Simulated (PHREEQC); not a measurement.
Solution (20 °C): 0.043 mol HF, 0.018 mol NaF and 1.04e-05 mol HCl per kg of water. Closed to the air; pH follows from the charge balance.

All values are PHREEQC results (ion-association model, phreeqc.dat), not measurements.

This is a speciation only: nothing precipitates in the calculation.

Q: Predict the pH, ionic strength.

A: pH 2.73; ionic strength 0.0199 mol/kgw.

Q: In which forms is F present?

A: HF 63 %, F- 29 %, HF2- 8.1 % of the F.

Species that the database lacks are ignored.
